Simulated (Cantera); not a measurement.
A perfectly stirred reactor is fed with CH4 : O2 : N2 = 0.0043 : 0.042 : 1 (molar parts), at 1.97 atm; it is held at 1175 K, and followed from long to short residence time.

Detailed kinetics in Cantera: GRI-Mech 3.0 (53 species, 325 reactions).

Problem. What does this change do: temperature 1175 to 1350 K?

Solution. 
```csv
quantity,before,after
x(CH4) at τ = 5.20 s,9.34e-6,1.12e-6
x(O2) at τ = 5.20 s,0.0320,0.0319
x(H) at τ = 5.20 s,1.10e-8,1.84e-8
x(CH3) at τ = 5.20 s,2.81e-7,8.84e-8
x(CH2O) at τ = 5.20 s,6.41e-7,7.34e-8
x(CH4) at τ = 98.0 ms,0.000139,1.61e-5
x(O2) at τ = 98.0 ms,0.0327,0.0320
x(H) at τ = 98.0 ms,4.66e-7,7.76e-7
x(CH3) at τ = 98.0 ms,2.69e-6,1.01e-6
x(CH2O) at τ = 98.0 ms,1.05e-5,1.23e-6
```

Problem. What does this change do: N2 1 to 4.4 parts?

Solution. 
| quantity | before | after |
|---|---|---|
| x(CH4) at τ = 5.20 s | 9.34e-6 | 3.40e-6 |
| x(O2) at τ = 5.20 s | 0.0320 | 0.00753 |
| x(H) at τ = 5.20 s | 1.10e-8 | 1.41e-8 |
| x(CH3) at τ = 5.20 s | 2.81e-7 | 1.14e-7 |
| x(CH2O) at τ = 5.20 s | 6.41e-7 | 2.16e-7 |
| x(CH4) at τ = 98.0 ms | 0.000139 | 5.14e-5 |
| x(O2) at τ = 98.0 ms | 0.0327 | 0.00778 |
| x(H) at τ = 98.0 ms | 4.66e-7 | 5.04e-7 |
| x(CH3) at τ = 98.0 ms | 2.69e-6 | 1.19e-6 |
| x(CH2O) at τ = 98.0 ms | 1.05e-5 | 3.38e-6 |

Problem. What does this change do: CH4 0.0043 to 0.006 parts?

Solution. 
```json
[
 {"quantity": "x(CH4) at τ = 5.20 s", "before": "9.34e-6", "after": "1.11e-5"},
 {"quantity": "x(O2) at τ = 5.20 s", "before": "0.0320", "after": "0.0287"},
 {"quantity": "x(H) at τ = 5.20 s", "before": "1.10e-8", "after": "1.67e-8"},
 {"quantity": "x(CH3) at τ = 5.20 s", "before": "2.81e-7", "after": "3.49e-7"},
 {"quantity": "x(CH2O) at τ = 5.20 s", "before": "6.41e-7", "after": "7.44e-7"},
 {"quantity": "x(CH4) at τ = 98.0 ms", "before": "0.000139", "after": "0.000167"},
 {"quantity": "x(O2) at τ = 98.0 ms", "before": "0.0327", "after": "0.0296"},
 {"quantity": "x(H) at τ = 98.0 ms", "before": "4.66e-7", "after": "7.13e-7"},
 {"quantity": "x(CH3) at τ = 98.0 ms", "before": "2.69e-6", "after": "3.29e-6"},
 {"quantity": "x(CH2O) at τ = 98.0 ms", "before": "1.05e-5", "after": "1.24e-5"}
]
```
